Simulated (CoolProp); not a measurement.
Vapour-liquid equilibrium of ethylene (1) + propane (2) at 207.3 K; x and y are mole fractions of (1).

The numbers come from the multi-fluid Helmholtz-energy mixture model, Smukala 2000 and Lemmon 2009; pair parameters Bell 2016 in CoolProp.

Problem. Give the bubble pressure and the first vapour's composition at x = 0.2, 0.5, 0.8. Is there an azeotrope?

Solution. x = 0.2: 0.1563 MPa, y = 0.832; x = 0.5: 0.3301 MPa, y = 0.944; x = 0.8: 0.4907 MPa, y = 0.981. No azeotrope shows between x = 0.05 and 0.95.

Pair parameters are fitted to limited data, so mixtures are less certain than the pure fluids.
